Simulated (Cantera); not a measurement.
A perfectly stirred reactor is fed with C2H6 : H2 : N2 = 1 : 13 : 0.35 (molar parts), at 13300 Pa; it is held at 1898 K, and followed from long to short residence time.

Cantera simulation using GRI-Mech 3.0 (53 species, 325 reactions); the numbers are that mechanism's predictions, not measurements. GRI-Mech 3.0 stops at C3 and has no aromatics, soot or wall deposition, so with more carbon than oxygen in the feed, carbon stays in small species such as C2H2 where larger ones or solid carbon would form.

One state of this run: x C2H6 = 0.00269; x H2 = 0.869; x C2H4 = 0.00585; x C2H = 1.38e-6; x CH3 = 0.00840. x: mole fraction; the columns are a selection and need not sum to one.

Task: Which value of τ (s) does it belong to?
A. 0.015
B. 0.00019
C. 0.28
D. 0.00082

Result: B, 0.00019
